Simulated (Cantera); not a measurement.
C3H8 + CO2 + N2 (carbon deposition, reforming and gasification)

Feed: 1 mol C3H8, 1.9 mol CO2, 1.5 mol N2, equilibrated at 500 K.

Method: chemical equilibrium by Gibbs-energy minimisation in Cantera with the NASA 1993 tables (ideal gas, pure condensed phases). Candidate condensed phases: C, C6H6, C7H8, C8H18, H2O; 136 gas species. The ideal-gas law is rough above about 30 bar. Kinetics and transport are ignored.

| P (Pa) | x N2 | x H2O | x H2 | x CO2 | x CH4 | x CO | n C(graphite) | n H2O(l) |
|---|---|---|---|---|---|---|---|---|
| 10 | 0.232 | 0.242 | 0.325 | 0.172 | 0.0264 | 0.00168 | 3.61 | 0 |
| 160 | 0.258 | 0.380 | 0.143 | 0.136 | 0.0821 | 0.000375 | 3.63 | 0 |
| 2500 | 0.272 | 0.440 | 0.0439 | 0.124 | 0.120 | 9.05e-5 | 3.55 | 0 |
| 40000 | 0.276 | 0.457 | 0.0116 | 0.121 | 0.134 | 2.23e-5 | 3.52 | 0 |
| 630000 | 0.277 | 0.462 | 0.00295 | 0.120 | 0.137 | 5.61e-6 | 3.51 | 0 |
| 10000000 | 0.633 | 0.231 | 0.000594 | 0.0467 | 0.0883 | 8.76e-7 | 4.58 | 3.03 |
x: gas mole fraction; n: condensed amount in mol.

From 10.0 Pa to 6.30 bar the condensed part is C(graphite). At 100 bar the condensed part is C(graphite) + H2O(l). The main C-bearing gas is CO2 at 10.0 Pa and CH4 at 100 bar. The share of C in condensed phases is highest at 100 bar (93.5 %) and lowest at 6.30 bar (71.6 %).
